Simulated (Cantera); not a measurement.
Input: 1 mol C2F6, 0.027 mol HCl, a varied amount of H2, at 2800 K and 0.133 bar.

Cantera equilibrium calculation (NASA polynomials, part measured and part estimated; ideal gas, pure solids and liquids). Candidate condensed phases: C, C6H6, C7H8, C8H18; 118 gas species. The feed counts by its element totals alone. Kinetics and transport are ignored.

Problem. At 6.5 mol H2, list the 7 most abundant gas species with their mole fractions, and the condensed phases.

Solution. HF 0.591, H2 0.277, H 0.118, C2H2 (acetylene) 0.00925, HCl 0.00206, F 0.00106, Cl 0.000604. Condensed: C(graphite).
